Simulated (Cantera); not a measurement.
A closed system holds: 1 mol TEOS, 9.1 mol H2O, 10 mol N2, held at 10.0 mbar.

Equilibrium computed with Cantera from the NASA thermochemical tables; the gas is ideal and each condensed phase is pure. Candidate condensed phases: C, C6H6, C7H8, C8H18, H2O, Si, SiC, SiO2, Si2N2O, Si3N4; 151 gas species. The feed counts by its element totals alone. The tables hold silica as quartz up to 1696 K and as liquid above; real silica turns to tridymite and cristobalite and melts near 1996 K. The numbers say what is thermodynamically allowed, not how fast it happens.

Problem. Which condensed phases are stable at each of these points (T (°C)): 650, 800, 950, 1100, 1250, 1400, 1550, 1700, 1850?

Solution. 
```tsv
T (°C)	condensed phases	Si condensed (%)
650	SiO2(β-quartz)	100.0
800	SiO2(β-quartz)	100.0
950	SiO2(β-quartz)	100.0
1100	SiO2(β-quartz)	100.0
1250	SiO2(β-quartz)	100.0
1400	SiO2(β-quartz)	99.7
1550	SiO2(condensed)	92.7
1700	SiO2(condensed)	21.1
1850	gas only	0.0
```

From 650 °C to 1400 °C the condensed part is SiO2(β-quartz). From 1550 °C to 1700 °C the condensed part is SiO2(condensed). At 1850 °C nothing is condensed.
